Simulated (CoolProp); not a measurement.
Vapour-liquid equilibrium of R1234yf (1) + R227EA (2) at 1.57 bar; x and y are mole fractions of (1).

The numbers come from the multi-fluid Helmholtz-energy mixture model, Lemmon 2022 and Lemmon 2016; pair parameters Bell 2016 in CoolProp.

```
x     bubble temperature (°C)  y at the bubble point  dew temperature at overall composition x (°C)  liquid density (mol/L)
----  -----------------------  ---------------------  ---------------------------------------------  ----------------------
0.05                     -6.6                  0.079                                           -6.2                   8.950
0.15                     -8.2                  0.223                                           -7.4                   9.127
0.25                     -9.7                  0.352                                           -8.5                   9.308
0.35                    -11.1                  0.467                                           -9.7                   9.493
0.45                    -12.5                  0.571                                          -10.9                   9.683
0.55                    -13.8                  0.665                                          -12.2                   9.877
0.65                    -15.0                  0.752                                          -13.6                   10.08
0.75                    -16.2                  0.831                                          -15.0                   10.28
0.85                    -17.4                  0.903                                          -16.5                   10.49
0.95                    -18.5                  0.969                                          -18.1                   10.71
```

No azeotrope shows between x = 0.05 and 0.95.

The pair parameters rest on a limited set of measurements; away from them the model extrapolates.
